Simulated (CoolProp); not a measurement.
Values from CoolProp's reference Helmholtz-energy equation of state, Fiedler 2023.

Question: For tetrahydrofuran, give the phase and the cp (kJ/(kg K)), speed of sound (m/s) at 522.6 K and 0.221 bar; 397.2 K and 5.22 bar; 450.7 K and 5.81 bar.

Answer: 
- 522.6 K and 0.221 bar: gas; cp 1.93, speed of sound 253
- 397.2 K and 5.22 bar: liquid; cp 2.15, speed of sound 829
- 450.7 K and 5.81 bar: gas; cp 1.73, speed of sound 222
